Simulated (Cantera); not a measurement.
Input: 1 mol CH3OH, 0.1 mol CO2, at 2075 K and 89.0 Pa.

Equilibrium computed with Cantera from the NASA thermochemical tables; the gas is ideal and each condensed phase is pure. Candidate condensed phases: C, C6H6, C7H8, C8H18, H2O; 110 gas species. Rates play no part.

Base state: H2 0.562, CO 0.339, H 0.0670, H2O 0.0274, CO2 0.00340, OH 0.000372, O 3.18e-5 (mole fractions); condensed: gas only.

Task: What changes in the equilibrium state with this change: pressure from 89.0 Pa to 400000 Pa?

Result: 
| species | before | after |
|---|---|---|
| H2 | 0.562 | 0.615 |
| CO | 0.339 | 0.351 |
| H2O | 0.0274 | 0.0288 |
| H | 0.0670 | 0.00104 |
| O | 3.18e-5 | 6.81e-9 |
| OH | 0.000372 | 5.59e-6 |
| CO2 | 0.00340 | 0.00339 |
